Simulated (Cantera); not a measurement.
Input: 1 mol PbO, 0.43 mol CO, 0.29 mol H₂, held at 0.338 Torr.

Method: chemical equilibrium by Gibbs-energy minimisation in Cantera with the NASA 1993 tables (ideal gas, pure condensed phases). Candidate condensed phases: C, C₆H₆, C₇H₈, C₈H₁₈, H₂O, Pb, PbO, PbO₂, Pb₃O₄; 113 gas species. Mutual solubility and eutectic melting of coexisting phases are not modelled. The numbers say what is thermodynamically allowed, not how fast it happens. All values below are at 852 °C.

Base state: Pb 0.421, CO₂ 0.330, H₂O 0.223, PbO 0.0268, CO 8.09e-5, H₂ 4.96e-5 (mole fractions); condensed: Pb(l) + PbO(yellow).

Task: What changes in the equilibrium state with this change: pressure from 0.338 Torr to 23.3 Torr?

Result: 
```json
[
 {"species": "CO₂", "before": "0.330", "after": "0.593"},
 {"species": "H₂O", "before": "0.223", "after": "0.400"},
 {"species": "Pb", "before": "0.421", "after": "0.00610"},
 {"species": "PbO", "before": "0.0268", "after": "0.000389"},
 {"species": "CO", "before": "8.09e-5", "after": "0.000146"},
 {"species": "H₂", "before": "4.96e-5", "after": "8.92e-5"},
 {"species": "Pb(l), mol", "before": "0.172", "after": "0.715"},
 {"species": "PbO(yellow), mol", "before": "0.245", "after": "0.280"}
]
```

Task: What changes in the equilibrium state with this change: pressure from 0.338 Torr to 1.20 Torr?

Result: 
| species | before | after |
|---|---|---|
| CO₂ | 0.330 | 0.522 |
| H₂O | 0.223 | 0.352 |
| Pb | 0.421 | 0.118 |
| PbO | 0.0268 | 0.00754 |
| H₂ | 4.96e-5 | 7.85e-5 |
| CO | 8.09e-5 | 0.000128 |
| Pb(l), mol | 0.172 | 0.622 |
| PbO(yellow), mol | 0.245 | 0.274 |
